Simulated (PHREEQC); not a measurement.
## Copper plating or etch bath

Dissolve 0.035 mol/kgw Cu(BF4)2, 6e-05 mol/kgw HNO3 and 0.00099 mol/kgw KCl at 25 °C. Closed to the air; pH follows from the charge balance.

Computed with PHREEQC (ion-association model, wateq4f.dat).

This is a speciation only: nothing precipitates in the calculation.

Estimate the pH, ionic strength.

pH 2.70; ionic strength 0.107 mol/kgw.

In which forms is F present?

BF4- 92 %, BF3OH- 3.9 %, HF 2.3 %, F- 1.0 %, BF2(OH)2- 0.5 % of the F.

Species that the database lacks are ignored. Real BF4- forms and hydrolyses slowly; the run takes it at equilibrium.
